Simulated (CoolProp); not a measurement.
Vapour-liquid equilibrium of R125 (1) + ethanol (2) at 305.3 K; x and y are mole fractions of (1).

The numbers come from the multi-fluid Helmholtz-energy mixture model, Lemmon 2005 and Schroeder 2014; pair parameters Bell 2016 in CoolProp.

```csv
x,bubble pressure (MPa),y at the bubble point,dew pressure at overall composition x (MPa),liquid density (mol/L)
0.05,0.2168,0.944,0.01241,16.59
0.2,0.6712,0.981,0.01474,15.66
0.35,0.9472,0.986,0.01816,14.72
0.5,1.113,0.989,0.02363,13.75
0.65,1.228,0.990,0.03380,12.71
0.8,1.350,0.992,0.05932,11.56
0.95,1.551,0.997,0.2426,10.14
```

No azeotrope shows between x = 0.05 and 0.95.

Pair parameters are fitted to limited data, so mixtures are less certain than the pure fluids. The gap from Raoult's law changes sign with composition, which may be real or a fault of the pair parameters; it wasn't checked against measurements. With so large a gap from Raoult's law the liquid may split in two, which this calculation doesn't test in full.
